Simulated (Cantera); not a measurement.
Input: 1 mol B2O3, 4.1 mol Cl2, 0.82 mol O2, held at 1648.15 K and 10.0 mbar.

Method: chemical equilibrium by Gibbs-energy minimisation in Cantera with the NASA 1993 tables (ideal gas, pure condensed phases). Candidate condensed phases: B, B2O3; 18 gas species. The tables' values for BOCl are old estimates; treat these amounts as uncertain. Rates play no part.

Base state: Cl 0.639, Cl2 0.195, O2 0.109, B2O3 0.0337, BOCl 0.0200, BO2 0.00209, ClO 0.000437, BCl3 0.000203 (mole fractions); condensed: B2O3(l).

Question: What changes in the equilibrium state with this change: temperature from 1648.15 K to 1050 K?

Answer: 
| species | before | after |
|---|---|---|
| Cl2 | 0.195 | 0.827 |
| O2 | 0.109 | 0.166 |
| Cl | 0.639 | 0.00720 |
| B2O3 | 0.0337 | 3.26e-9 |
| BOCl | 0.0200 | 1.67e-7 |
| BCl3 | 0.000203 | 2.02e-7 |
| BO2 | 0.00209 | 2.57e-9 |
| O | 8.39e-5 | 2.72e-9 |
| B2O3(l), mol | 0.649 | 1.000 |

Question: What changes in the equilibrium state with this change: 1.1 mol NH3 added?

Answer: 
```json
[
 {"species": "Cl", "before": "0.639", "after": "0.388"},
 {"species": "HCl", "before": "0", "after": "0.325"},
 {"species": "O2", "before": "0.109", "after": "0.0832"},
 {"species": "Cl2", "before": "0.195", "after": "0.0717"},
 {"species": "N2", "before": "0", "after": "0.0582"},
 {"species": "HBO2", "before": "0", "after": "0.0233"},
 {"species": "BOCl", "before": "0.0200", "after": "0.0130"},
 {"species": "B2O3", "before": "0.0337", "after": "0.0337"},
 {"species": "H2O", "before": "0", "after": "0.000860"},
 {"species": "NO", "before": "0", "after": "0.000405"},
 {"species": "OH", "before": "0", "after": "5.89e-5"},
 {"species": "BCl3", "before": "0.000203", "after": "5.57e-5"},
 {"species": "B3O3Cl3", "before": "7.49e-5", "after": "2.06e-5"},
 {"species": "B2O3(l), mol", "before": "0.649", "after": "0.501"}
]
```
Further candidate phases: BN, B3O3H3, H2O, NH4Cl.
